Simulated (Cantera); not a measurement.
What does this Cantera script print?

```python
import numpy as np
import cantera as ct

gas = ct.Solution("h2o2.yaml")
gas.TPX = 1298, 13332, {'H2': 0.95, 'O2': 1, 'N2': 21}
reactor = ct.IdealGasConstPressureReactor(gas, energy="off", clone=False)
net = ct.ReactorNet([reactor])
net.rtol, net.atol = 1e-08, 1e-18
show = ['H2', 'O2', 'H2O', 'O', 'H', 'H2O2', 'OH']
times = np.geomspace(6e-05, 200, 9)

steps = ct.SolutionArray(gas, extra=["t"])
rows = []
print(f"{'t/s':>10s}{'T/K':>9s}{'P/Pa':>11s}" + "".join(f"{s:>11s}" for s in show))
for t in times:
    while net.time < t:
        t_next = net.step()
        steps.append(gas.state, t=t_next)
    rows.append([np.interp(t, steps.t, y) for y in (steps.T, steps.P, *steps(*show).X.T)])
    print(f"{t:10.3e}{rows[-1][0]:9.1f}{rows[-1][1]:11.4g}" + "".join(f"{x:11.3e}" for x in rows[-1][2:]))
rate = np.gradient(steps.T, steps.t)
print("integrator steps:", len(steps.t))
if steps.T.max() > steps.T[0] + 200:
    print(f"time of steepest temperature rise: {steps.t[rate.argmax()]:.4e} s")
gas.TPX = 1298, 13332, {'H2': 0.95, 'O2': 1, 'N2': 21}
gas.equilibrate("TP")
print(f"equilibrium (TP): T = {gas.T:.1f} K  " + "  ".join(f"{s} {gas[s].X[0]:.3e}" for s in show))
```

It prints:

```
       t/s      T/K       P/Pa         H2         O2        H2O          O          H       H2O2         OH
 6.000e-05   1298.0  1.333e+04  4.139e-02  4.357e-02  3.356e-09  1.514e-09  7.323e-09  1.168e-11  1.031e-09
 3.922e-04   1298.0  1.333e+04  4.138e-02  4.357e-02  6.734e-06  1.334e-06  5.367e-06  6.006e-10  8.686e-07
 2.564e-03   1298.0  1.333e+04  3.455e-03  2.480e-02  3.130e-02  5.297e-03  1.230e-02  1.558e-07  1.532e-03
 1.676e-02   1298.0  1.333e+04  6.891e-04  2.332e-02  4.078e-02  7.677e-04  8.105e-04  1.499e-07  6.545e-04
 1.095e-01   1298.0  1.333e+04  1.534e-05  2.333e-02  4.220e-02  1.653e-05  2.580e-06  1.645e-08  9.684e-05
 7.161e-01   1298.0  1.333e+04  8.106e-07  2.335e-02  4.226e-02  9.063e-07  3.294e-08  1.381e-09  2.272e-05
 4.681e+00   1298.0  1.333e+04  1.088e-07  2.336e-02  4.226e-02  1.231e-07  1.656e-09  2.110e-10  8.369e-06
 3.060e+01   1298.0  1.333e+04  6.388e-08  2.336e-02  4.227e-02  7.190e-08  7.469e-10  1.274e-10  6.394e-06
 2.000e+02   1298.0  1.333e+04  6.386e-08  2.336e-02  4.227e-02  7.188e-08  7.466e-10  1.274e-10  6.393e-06
integrator steps: 2159
equilibrium (TP): T = 1298.0 K  H2 6.386e-08  O2 2.336e-02  H2O 4.227e-02  O 7.188e-08  H 7.466e-10  H2O2 1.274e-10  OH 6.393e-06
```

Cantera simulation using the H2/O2 subset of GRI-Mech 3.0, which has no nitrogen chemistry; the numbers are that mechanism's predictions, not measurements. The temperature is held fixed by assumption; the heat of reaction is taken as removed at once.
